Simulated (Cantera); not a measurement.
Silicon epitaxy and polysilicon growth: SiCl4 + H2

Charge: 1 mol SiCl4, a varied amount of H2, equilibrated at 850 K and 1.00 bar.

Cantera equilibrium calculation (NASA polynomials, part measured and part estimated; ideal gas, pure solids and liquids). Candidate condensed phases: Si; 19 gas species. The tables' values for SiCl3 are old estimates; treat these amounts as uncertain. Kinetics and transport are ignored.

| n(H2) (mol) | log p H2 | log p SiCl4 | log p HCl | log p SiHCl3 | log p SiH2Cl2 | log p SiCl3 | log p SiH3Cl | log p SiCl2 |
|---|---|---|---|---|---|---|---|---|
| 7.1 | -0.06 | -0.96 | -1.89 | -1.90 | -3.91 | -4.62 | -6.54 | -6.43 |
| 11 | -0.04 | -1.14 | -1.97 | -1.99 | -3.89 | -4.71 | -6.42 | -6.43 |
| 17 | -0.03 | -1.33 | -2.06 | -2.08 | -3.88 | -4.81 | -6.31 | -6.44 |
| 25 | -0.02 | -1.50 | -2.14 | -2.16 | -3.87 | -4.90 | -6.21 | -6.44 |
| 39 | -0.01 | -1.71 | -2.24 | -2.26 | -3.87 | -5.00 | -6.10 | -6.45 |
| 59 | -0.01 | -1.91 | -2.34 | -2.37 | -3.87 | -5.11 | -6.00 | -6.45 |
| 90 | -0.01 | -2.13 | -2.44 | -2.47 | -3.88 | -5.22 | -5.90 | -6.46 |
| 140 | 0.00 | -2.36 | -2.55 | -2.59 | -3.88 | -5.34 | -5.80 | -6.47 |
| 210 | 0.00 | -2.58 | -2.65 | -2.71 | -3.89 | -5.45 | -5.70 | -6.48 |
| 320 | 0.00 | -2.82 | -2.76 | -2.83 | -3.91 | -5.58 | -5.61 | -6.49 |
log p: log10 of the partial pressure in bar; nothing condenses.

From 7.1 mol H2 to 320 mol H2 nothing is condensed. The main Si-bearing gas is SiCl4 throughout.
